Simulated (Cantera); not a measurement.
Charge: 1 mol Cu, 5.2 mol CO2, 1.8 mol H2, 3.1 mol CO, at 1.20 bar.

Method: chemical equilibrium by Gibbs-energy minimisation in Cantera with the NASA 1993 tables (ideal gas, pure condensed phases). Candidate condensed phases: C, C6H6, C7H8, C8H18, Cu, CuO, Cu(OH)2, Cu2O, H2O; 113 gas species. Equilibrium is a limit: real reactors are often held back by kinetics, nucleation or transport.

Q: Which condensed phases are stable at each of these points (T (K)): 1148, 1248, 1348, 1448, 1548, 1648, 1748, 1848, 1948?

A: 
| T (K) | condensed phases | Cu condensed (%) |
|---|---|---|
| 1148 | Cu(s) | 100.0 |
| 1248 | Cu(s) | 100.0 |
| 1348 | Cu(s) | 100.0 |
| 1448 | Cu(l) | 100.0 |
| 1548 | Cu(l) | 100.0 |
| 1648 | Cu(l) | 99.9 |
| 1748 | Cu(l) | 99.8 |
| 1848 | Cu(l) | 99.2 |
| 1948 | Cu(l) | 97.8 |

From 1148 K to 1348 K the condensed part is Cu(s). From 1448 K to 1948 K the condensed part is Cu(l).
